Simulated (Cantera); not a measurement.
What does this Cantera script print?

```python
import numpy as np
import cantera as ct

gas_names = """
    CL CLO CL2 Mg MgCL MgCL2 MgO Mg2 O O2 O3 Si SiCL SiCL2 SiCL3 SiCL4 SiO SiO2 Si2 Si3
""".split()
cond_names = """
    Mg(cr) Mg(L) MgCL2(s) MgCL2(L) MgO(s) MgO(L) MgSiO3(I) MgSiO3(II) MgSiO3(III) MgSiO3(L) Mg2SiO4(s)
    Mg2SiO4(L) Si(cr) Si(L) SiO2(Lqz) SiO2(hqz) SiO2(L)
""".split()


# ... load() reads the species with a 1 bar reference pressure and builds the phases ...
atoms = {
    'MgO': {'Mg': 1, 'O': 1},
    'SiCl4': {'Si': 1, 'CL': 4},
    'O2': {'O': 2},
}
top_T = {}  # K; cautious upper limits of use, not melting points


# ... equilibrate(T, P, feed) seeds the gas with the atoms and calls Mixture.equilibrate('TP', solver="vcs", rtol=1e-11, max_steps=5000) ...
results = []
feed = {'MgO': 1, 'SiCl4': 2.9, 'O2': 14}  # mol
T = 1500  # K
P = 830  # Pa
mix = equilibrate(T, P, feed)
results.append((T, P, feed, dict(zip(mix.species_names, mix.species_moles))))
x = sorted(zip(gas.X, gas.species_names), reverse=True)
print(f"T = {T:g} K  P = {P:g} Pa  gas = {mix.phase_moles(0):.4g} mol")
print("   x: " + "  ".join(f"{s} {v:.3e}" for v, s in x if v > 1e-06))
print("   condensed (mol): " + ("  ".join(f"{mix.phase(i).name} {mix.phase_moles(i):.4g}"
      for i in range(1, mix.n_phases) if mix.phase_moles(i) > 1e-12) or "none"))
```

Result:

```
T = 1500 K  P = 830 Pa  gas = 19.57 mol
   x: O2 5.808e-01  CL 2.451e-01  CL2 1.461e-01  MgCL2 2.758e-02  CLO 4.184e-04  O 3.392e-05
   condensed (mol): MgSiO3(III) 0.4603  SiO2(hqz) 2.44
```

Equilibrium computed with Cantera from the NASA thermochemical tables; the gas is ideal and each condensed phase is pure. Mutual solubility and eutectic melting of coexisting phases are not modelled. The tables hold silica as quartz up to 1696 K and as liquid above; real silica turns to tridymite and cristobalite and melts near 1996 K. Condensed phases not in the tables: alloys, solid solutions and most ternary compounds.
